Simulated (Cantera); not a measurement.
A Cantera script and what it prints.

```python
import numpy as np
import cantera as ct

gas_names = """
    C CO COS CO2 CS CS2 C2 C2O C3 C3O2 C4 C5 Fe FeC5O5 FeO O O2 O3 S SO SO2 SO3 S2 S2O S8
""".split()
cond_names = """
    C(gr) Fe(a) Fe(c) Fe(d) Fe(L) FeC5O5(L) FeO(s) FeO(L) FeS(a) FeS(b) FeS(c) FeS(L) FeSO4(s) FeS2(s)
    Fe2O3(s) Fe2S3O12(s) Fe3O4(s) S(cr1) S(cr2) S(L)
""".split()


# ... load() reads the species with a 1 bar reference pressure and builds the phases ...
atoms = {
    'FeS': {'Fe': 1, 'S': 1},
    'SO2': {'S': 1, 'O': 2},
    'CO2': {'C': 1, 'O': 2},
}
top_T = {'C(gr)': 4500, 'FeSO4(s)': 950, 'FeS2(s)': 1010, 'Fe2O3(s)': 1830, 'Fe2S3O12(s)': 1100, 'Fe3O4(s)': 1870}  # K; cautious upper limits of use, not melting points


# ... equilibrate(T, P, feed) seeds the gas with the atoms and calls Mixture.equilibrate('TP', solver="vcs", rtol=1e-11, max_steps=5000) ...
results = []
feed = {'FeS': 1, 'SO2': 1.3, 'CO2': 0.034}  # mol
P = 1000  # Pa
for T in [1125, 1200, 1275, 1350, 1425, 1500, 1575, 1650, 1725, 1800, 1875]:
    mix = equilibrate(T, P, feed)
    results.append((T, P, feed, dict(zip(mix.species_names, mix.species_moles))))

top = {s: max(r[3][s] / sum(r[3][g] for g in gas_names) for r in results) for s in gas_names}
cols = sorted((s for s in top if top[s] > 0.001), key=lambda s: -top[s])[:8]
seen = [c for c in cond_names if any(r[3].get(c, 0) > 1e-12 for r in results)]
print("log10 of partial pressures in bar; condensed amounts in mol")
print(f"{'T/K':>10s}" + "".join(f"{s[:9]:>10s}" for s in cols + seen))
for T, P, feed, n in results:
    ng = sum(n[g] for g in gas_names)
    print(f"{T:10.4g}" + "".join(f"{np.log10(max(n[s] / ng * P / 1e5, 1e-99)):10.3f}" for s in cols)
          + "".join(f"{n.get(c, 0):10.4g}" for c in seen))
```

Output:

```
log10 of partial pressures in bar; condensed amounts in mol
       T/K       SO2        S2        SO       CO2        CO         S       S2O        Fe    FeO(s)    FeO(L)    FeS(c)    FeS(L)  Fe3O4(s)
      1125    -2.057    -3.026    -5.260    -3.609    -5.427    -8.418    -4.554   -14.141         0         0    0.8424         0   0.05253
      1200    -2.070    -2.921    -4.888    -3.618    -5.110    -7.738    -4.494   -12.566         0         0    0.7984         0   0.06721
      1275    -2.090    -2.804    -4.558    -3.645    -4.839    -7.125    -4.426   -11.193    0.3025         0    0.6975         0         0
      1350    -2.136    -2.630    -4.261    -3.683    -4.581    -6.545    -4.327   -10.013    0.4644         0    0.5356         0         0
      1425    -2.196    -2.489    -4.008    -3.738    -4.367    -6.033    -4.259    -8.953    0.6662         0    0.3338         0         0
      1500    -2.252    -2.402    -3.792    -3.807    -4.203    -5.591    -4.229    -8.011    0.8409         0         0    0.1591         0
      1575    -2.297    -2.355    -3.602    -3.884    -4.080    -5.208    -4.222    -7.173    0.9626         0         0   0.03743         0
      1650    -2.316    -2.346    -3.427    -3.958    -3.993    -4.876    -4.231    -6.433         0    0.9999         0         0         0
      1725    -2.325    -2.353    -3.266    -4.032    -3.928    -4.580    -4.247    -5.800         0    0.9997         0         0         0
      1800    -2.338    -2.363    -3.122    -4.112    -3.880    -4.311    -4.266    -5.222         0     0.999         0         0         0
      1875    -2.354    -2.377    -2.993    -4.195    -3.844    -4.065    -4.290    -4.691         0    0.9966         0         0         0
```

Method: chemical equilibrium by Gibbs-energy minimisation in Cantera with the NASA 1993 tables (ideal gas, pure condensed phases). Metal and sulfide melt together well below either melting point, which pure phases cannot show. Mutual solubility and eutectic melting of coexisting phases are not modelled. The tables' stoichiometric FeO is somewhat more stable than real wüstite, so its field is too wide. FeO, FeS: taken at fixed stoichiometry. Gases not in the tables: S3 to S7.
